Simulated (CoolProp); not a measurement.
Properties of ammonia along the isobar 99.2 bar.

Model: reference Helmholtz-energy equation of state, Gao 2020, in CoolProp.

| T (K) | phase | cp (kJ/(kg K)) | speed of sound (m/s) | Joule-Thomson coefficient (K/MPa) | fugacity coefficient |
|---|---|---|---|---|---|
| 325.3 | liquid | 4.920 | 1203 | -0.02305 | 0.1990 |
| 329.7 | liquid | … | 1170 | -0.004362 | … |
| 334 | liquid | 5.036 | 1136 | 0.01590 | 0.2402 |
| 338.3 | liquid | 5.103 | 1103 | 0.03845 | 0.2622 |
| 342.6 | liquid | 5.178 | 1068 | 0.06371 | 0.2854 |
| 346.9 | liquid | 5.264 | 1033 | 0.09216 | 0.3097 |
| 351.2 | liquid | 5.362 | 997.0 | 0.1245 | 0.3351 |
| 355.5 | liquid | 5.476 | 959.9 | 0.1614 | 0.3615 |
| 359.8 | liquid | 5.610 | 921.6 | 0.2042 | 0.3889 |
| 364.1 | liquid | 5.769 | 881.9 | 0.2544 | 0.4172 |
| 368.4 | liquid | 5.963 | … | 0.3140 | 0.4464 |
| 372.8 | liquid | 6.213 | 795.8 | 0.3881 | 0.4772 |
| 377.1 | liquid | 6.530 | 749.3 | 0.4784 | 0.5079 |

Question: Complete the blanks.

Answer: 
- 329.7, cp (kJ/(kg K)): 4.975
- 329.7, fugacity coefficient: 0.2192
- 368.4, speed of sound (m/s): 840.4
